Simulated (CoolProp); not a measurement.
Vapour-liquid equilibrium of n-hexane (1) + m-xylene (2) at 0.322 bar; x and y are mole fractions of (1).

Model: multi-fluid Helmholtz-energy mixture model, Thol 2019 and Zhou 2012; pair parameters Bell 2016, in CoolProp.

Give the bubble temperature and the first vapour's composition at x = 0.55, 0.65, 0.85. Is there an azeotrope?

x = 0.55: 319.8 K, y = 0.947; x = 0.65: 316.9 K, y = 0.961; x = 0.85: 312.5 K, y = 0.983. No azeotrope shows between x = 0.05 and 0.95.

Pair parameters are fitted to limited data, so mixtures are less certain than the pure fluids.
